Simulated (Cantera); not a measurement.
Input (Python, Cantera) and output of one run.

```python
import numpy as np
import cantera as ct

gas_names = """
    Ca CaO Ca2 N NO NO2 NO3 N2 N2O O O2 O3
""".split()
cond_names = """
    Ca(a) Ca(b) Ca(L) CaO(s) CaO(L)
""".split()


# ... load() reads the species with a 1 bar reference pressure and builds the phases ...
atoms = {
    'CaO': {'Ca': 1, 'O': 1},
    'O2': {'O': 2},
    'N2': {'N': 2},
}
top_T = {}  # K; cautious upper limits of use, not melting points


# ... equilibrate(T, P, feed) seeds the gas with the atoms and calls Mixture.equilibrate('TP', solver="vcs", rtol=1e-11, max_steps=5000) ...
results = []
feed = {'CaO': 1, 'O2': 4.7, 'N2': 1.3}  # mol
T = 1598  # K
P = 101325  # Pa
mix = equilibrate(T, P, feed)
results.append((T, P, feed, dict(zip(mix.species_names, mix.species_moles))))
print(gas.report(threshold=1e-05))
for i in range(1, mix.n_phases):
    print(f"{mix.phase(i).name:16s} {mix.phase_moles(i):12.5e} mol")
```

It prints:

```
       temperature   1598 K
          pressure   1.0132e+05 Pa
           density   0.23744 kg/m^3
  mean mol. weight   31.135 kg/kmol
   phase of matter   gas

                          1 kg             1 kmol
                     ---------------   ---------------
          enthalpy        1.4077e+06        4.3827e+07  J
   internal energy        9.8092e+05        3.0541e+07  J
           entropy            8389.4         2.612e+05  J/K
    Gibbs function       -1.1999e+07       -3.7357e+08  J
 heat capacity c_p            1169.7             36417  J/K
 heat capacity c_v            902.62             28103  J/K

                      mass frac. Y      mole frac. X     chem. pot. / RT
                     ---------------   ---------------   ---------------
                NO         0.0018675         0.0019377           -27.977
               NO2        2.2609e-05        1.5301e-05           -42.089
                N2           0.19407           0.21569            -27.73
                 O        6.3938e-06        1.2443e-05           -14.112
                O2           0.80403           0.78234           -28.224
     [   +7 minor]        9.3145e-08        6.5481e-08

Ca(L)             0.00000e+00 mol
CaO(s)            1.00000e+00 mol
```

Method: chemical equilibrium by Gibbs-energy minimisation in Cantera with the NASA 1993 tables (ideal gas, pure condensed phases).
